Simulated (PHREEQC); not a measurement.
Dissolve 0.234 mol/kgw FeCl3, 0.00026 mol/kgw CaCl2, 0.0023 mol/kgw H2SO4 and 0.00013 mol/kgw Na2SO4 at 25 °C. Closed to the air; pH follows from the charge balance.

The numbers come from PHREEQC with the ion-association model, phreeqc.dat.

Precipitation was switched off in this run.

Problem. Order these Cl species by the share of Cl that they hold, largest first: FeCl+2, Cl-, FeCl2+, FeCl3.

Solution. Cl- (67 %), FeCl+2 (19 %), FeCl2+ (14 %), FeCl3 (0.34 %)

Problem. Order these S species by the share of S that they hold, largest first: Fe(SO4)2-, HSO4-, FeHSO4+2, FeSO4+, SO4-2.

Solution. FeSO4+ (80 %), SO4-2 (10.0 %), FeHSO4+2 (6.3 %), HSO4- (3.3 %), Fe(SO4)2- (0.13 %)

The pH is 1.84 and the ionic strength 0.742 mol/kgw. The solution is supersaturated, for example in Hematite (slow to form), Goethite (slow to form), so a real one may precipitate; this is no full list. Ionic strength above about 0.7 mol/kgw puts this run outside the model's range.
